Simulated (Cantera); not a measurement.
A closed system holds: 1 mol B, 0.19 mol NH₃, at 2248.15 K and 0.0120 bar.

Equilibrium computed with Cantera from the NASA thermochemical tables; the gas is ideal and each condensed phase is pure. Candidate condensed phases: B, BN; 15 gas species. The tables' values for BH₂ are old estimates; treat these amounts as uncertain. Rates play no part.

Base state: H₂ 0.699, N₂ 0.243, H 0.0561, BH₂ 0.00116, B 0.000435, BH 4.05e-5, BN 1.44e-5 (mole fractions); condensed: B(s).

**Question.** What changes in the equilibrium state with this change: 0.0017 mol H₂O added?

**Answer.** 
```tsv
species	before	after
H₂	0.699	0.697
N₂	0.243	0.241
H	0.0561	0.0560
HBO	0	0.00218
BO	0	0.00205
B₂O	0	5.25e-5
B₂O₂	0	1.34e-5
BN	1.44e-5	1.44e-5
BH₂	0.00116	0.00115
B(s), mol	0.999	0.998
```
Further candidate phases: B₂O₃, B₃O₃H₃, H₂O.

**Question.** What changes in the equilibrium state with this change: 0.0044 mol O₂ added?

**Answer.** 
```tsv
species	before	after
H₂	0.699	0.682
N₂	0.243	0.239
H	0.0561	0.0554
HBO	0	0.0109
BO	0	0.0103
B₂O₂	0	0.000339
B₂O	0	0.000264
B(s), mol	0.999	0.990
```
Further candidate phases: B₂O₃, B₃O₃H₃, H₂O.

**Question.** What changes in the equilibrium state with this change: pressure from 0.0120 bar to 0.100 bar?

**Answer.** 
```csv
species,before,after
H₂,0.699,0.944
N₂,0.243,0.0317
H,0.0561,0.0226
BH₂,0.00116,0.00156
B,0.000435,5.22e-5
BN,1.44e-5,1.80e-6
BH₃,4.05e-6,1.83e-5
BH,4.05e-5,1.63e-5
"B(s), mol",0.999,0.828
"BN(s), mol",0,0.171
```
Mutual solubility and eutectic melting of coexisting phases are not modelled. Gases not in the tables: B₂H₆ and higher boranes.
